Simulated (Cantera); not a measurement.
Charge: 1 mol Al, 0.91 mol N2O, 720 mol H2, equilibrated at 100000 Pa.

Method: chemical equilibrium by Gibbs-energy minimisation in Cantera with the NASA 1993 tables (ideal gas, pure condensed phases). Candidate condensed phases: Al, AlN, Al2O3, H2O; 35 gas species. Mutual solubility and eutectic melting of coexisting phases are not modelled. Equilibrium is a limit: real reactors are often held back by kinetics, nucleation or transport. All values below are at 1100 K.

Base state: H2 0.999, N2 0.000985 (mole fractions); condensed: AlN(s) + Al2O3(s).

**Question.** What changes in the equilibrium state with this change: N2O from 0.91 to 8.8 mol?

**Answer.** 
```tsv
species	before	after
H2	0.999	0.978
N2	0.000985	0.0121
H2O	1.54e-7	0.0100
NH3	9.96e-6	3.37e-5
AlN(s), mol	0.393	0
Al2O3(s), mol	0.303	0.500
```
